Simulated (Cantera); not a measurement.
Premixed flame

A freely propagating, adiabatic, planar premixed flame of CO : H₂ : CH₄ : O₂ : N₂ = 1 : 1.1 : 0.2 : 1.12 : 3.79 (molar parts), unburnt at 550 K and 2.96 atm; mixture-averaged transport, grid criteria slope 0.08 and curve 0.16, no radiation.

Computed with Cantera and GRI-Mech 3.0 (53 species, 325 reactions). Burning velocities carry a grid error of a few per cent, more on coarse grids.

```tsv
z (mm)	T (K)	u (m/s)	x CO	x H₂	x CH₄	x CH₂O	x HO₂	x NO₂
-0.272	550	3.27	0.139	0.152	0.0277	<1e-8	<1e-8	<1e-8
-0.181	550	3.27	0.139	0.152	0.0278	<1e-8	6.81e-8	<1e-8
-0.136	550	3.27	0.139	0.151	0.0278	1.05e-8	8.09e-7	<1e-8
-0.0907	555	3.28	0.140	0.146	0.0279	4.10e-7	2.23e-5	<1e-8
-0.0454	712	4.12	0.142	0.122	0.0273	5.19e-5	0.000596	<1e-8
-0.0227	1098	6.27	0.142	0.0943	0.0216	0.000219	0.000351	<1e-8
0	1570	8.94	0.142	0.0637	0.00770	0.000346	0.000170	<1e-8
0.0227	1830	10.4	0.133	0.0412	0.000827	8.48e-5	6.12e-5	<1e-8
0.0454	1942	11.0	0.118	0.0327	4.32e-5	6.26e-6	3.13e-5	<1e-8
0.0907	2066	11.5	0.101	0.0316	1.14e-7	2.65e-8	1.72e-5	<1e-8
0.181	2195	12.1	0.0911	0.0318	<1e-8	<1e-8	1.03e-5	<1e-8
0.363	2318	12.7	0.0876	0.0298	<1e-8	<1e-8	6.08e-6	<1e-8
0.726	2421	13.1	0.0847	0.0273	<1e-8	<1e-8	3.37e-6	1.13e-8
```
x: mole fraction of selected species; z is measured from the peak of heat release.

```yaml
laminar_burning_velocity: 327 cm/s
thermal_thickness: 0.0907 mm
peak x(CH₂O): 0.000365
peak x(HO₂): 0.000596
grid_points: 154
```
